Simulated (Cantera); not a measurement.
A closed system holds: 1 mol Pb, 0.37 mol H2, held at 1375 K and 1100 Pa.

Cantera equilibrium calculation (NASA polynomials, part measured and part estimated; ideal gas, pure solids and liquids). Candidate condensed phases: Pb; 4 gas species. The numbers say what is thermodynamically allowed, not how fast it happens.

Base state: Pb 0.597, H2 0.403, Pb2 0.000104, H 2.07e-5 (mole fractions); condensed: Pb(l).

Q: What changes in the equilibrium state with this change: pressure from 1100 Pa to 21.0 Pa?

A: 
```
species       before     after
----------  --------  --------
Pb             0.597     0.730
H2             0.403     0.270
H            2.07e-5  0.000123
Pb2         0.000104   2.98e-6
Pb(l), mol     0.452         0
```

Q: What changes in the equilibrium state with this change: pressure from 1100 Pa to 86.0 Pa?

A: 
```csv
species,before,after
Pb,0.597,0.730
H2,0.403,0.270
H,2.07e-5,6.07e-5
Pb2,0.000104,1.22e-5
"Pb(l), mol",0.452,0
```
